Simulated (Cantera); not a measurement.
A Cantera script and its output.

```python
import numpy as np
import cantera as ct

gas = ct.Solution("gri30.yaml")
gas.TPX = 1975, 1333, {'NO': 1, 'N2': 0.38, 'H2O': 0.0073}
inlet = ct.Reservoir(gas, clone=True)

reactor = ct.IdealGasConstPressureReactor(gas, energy="off", clone=False)
exhaust = ct.Reservoir(gas, clone=True)
tau = [13, 3.4, 0.94, 0.26, 0.07, 0.019, 0.0052, 0.0014, 0.00039, 0.00011][0]
for a, b in ((inlet, reactor), (reactor, exhaust)):
    ct.MassFlowController(a, b, mdot=lambda t: reactor.mass / tau)
net = ct.ReactorNet([reactor])
show = ['NO', 'NO2', 'N2', 'O2', 'O', 'N2O']

rows = []
print(f"{'tau/s':>10s}{'T/K':>9s}" + "".join(f"{s:>11s}" for s in show))
for tau in [13, 3.4, 0.94, 0.26, 0.07, 0.019, 0.0052, 0.0014, 0.00039, 0.00011]:
    net.initial_time = 0.0
    net.advance(30 * tau)
    before = gas.X
    net.advance(40 * tau)
    drift = np.max(np.abs(gas.X - before) / (gas.X + 1e-9))
    rows.append([gas.T, *gas[show].X, drift])
    print(f"{tau:10.3e}{gas.T:9.1f}" + "".join(f"{x:11.3e}" for x in gas[show].X))
```

It prints:

```
     tau/s      T/K         NO        NO2         N2         O2          O        N2O
 1.300e+01   1975.0  3.503e-01  6.668e-05  4.583e-01  1.834e-01  2.106e-03  2.144e-05
 3.400e+00   1975.0  5.892e-01  6.420e-05  3.391e-01  6.456e-02  1.317e-03  6.422e-05
 9.400e-01   1975.0  6.877e-01  3.568e-05  2.900e-01  1.585e-02  6.971e-04  8.239e-05
 2.600e-01   1975.0  7.128e-01  1.895e-05  2.776e-01  3.662e-03  3.293e-04  7.976e-05
 7.000e-02   1975.0  7.190e-01  1.401e-05  2.745e-01  7.481e-04  1.201e-04  8.578e-05
 1.900e-02   1975.0  7.204e-01  1.665e-05  2.740e-01  1.087e-04  4.914e-05  7.185e-05
 5.200e-03   1975.0  7.207e-01  7.378e-06  2.739e-01  4.840e-06  1.903e-05  3.001e-05
 1.400e-03   1975.0  7.208e-01  5.260e-07  2.739e-01  1.722e-07  7.040e-06  9.008e-06
 3.900e-04   1975.0  7.208e-01  2.618e-08  2.739e-01  1.241e-08  2.377e-06  2.582e-06
 1.100e-04   1975.0  7.208e-01  1.497e-09  2.739e-01  1.019e-09  7.163e-07  7.341e-07
```

Computed with Cantera and GRI-Mech 3.0 (53 species, 325 reactions). Radical loss at walls, strong at low pressure, is not modelled.
